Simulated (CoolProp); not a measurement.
Vapour-liquid equilibrium of R114 (1) + benzene (2) at 311.5 K; x and y are mole fractions of (1).

Computed with CoolProp (multi-fluid Helmholtz-energy mixture model, Platzer 1990 and Thol 2012; pair parameters Bell 2016). This equation is an older, rougher fit; its heat capacities, sound speeds and derivatives of the liquid may be far off and weren't checked against measurements.

| x | bubble pressure (MPa) | y at the bubble point | dew pressure at overall composition x (MPa) | liquid density (mol/L) |
|---|---|---|---|---|
| 0.05 | 0.06702 | 0.670 | 0.02397 | 10.85 |
| 0.15 | 0.1286 | 0.838 | 0.02675 | 10.55 |
| 0.25 | 0.1673 | 0.882 | 0.03026 | 10.26 |
| 0.35 | 0.1934 | 0.904 | 0.03482 | 9.968 |
| 0.45 | 0.2131 | 0.918 | 0.04098 | 9.686 |
| 0.55 | 0.2301 | 0.930 | 0.04980 | 9.411 |
| 0.65 | 0.2469 | 0.941 | 0.06340 | 9.143 |
| 0.75 | 0.2651 | 0.954 | 0.08707 | 8.882 |
| 0.85 | 0.2856 | 0.970 | 0.1375 | 8.628 |
| 0.95 | 0.3093 | 0.989 | 0.2593 | 8.383 |

No azeotrope shows between x = 0.05 and 0.95.

Pair parameters are fitted to limited data, so mixtures are less certain than the pure fluids. With so large a gap from Raoult's law the liquid may split in two, which this calculation doesn't test in full.
